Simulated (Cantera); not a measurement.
An adiabatic, constant-pressure homogeneous reactor starts with CH₄ : O₂ : N₂ : CO₂ = 1 : 2 : 22 : 5.3 (molar parts), equivalence ratio 1.0, at 1475 K and 7500 Torr.

Model: GRI-Mech 3.0 (53 species, 325 reactions), integrated in Cantera.

### Question
Predict: time of steepest temperature rise; temperature at 4.00 s; equilibrium temperature; x(O₂) at 4.00 s; x(CO₂) at 4.00 s; x(N₂O) at 4.00 s.

### Answer
```json
{
 "time_of_steepest_temperature_rise": "0.981 ms",
 "temperature at 4.00 s": "2083 K",
 "equilibrium_temperature": "2083 K",
 "x(O₂) at 4.00 s": "0.00166 (gas-phase equilibrium 0.00166)",
 "x(CO₂) at 4.00 s": "0.203 (gas-phase equilibrium 0.203)",
 "x(N₂O) at 4.00 s": "1.39e-7 (gas-phase equilibrium 1.39e-7)"
}
```
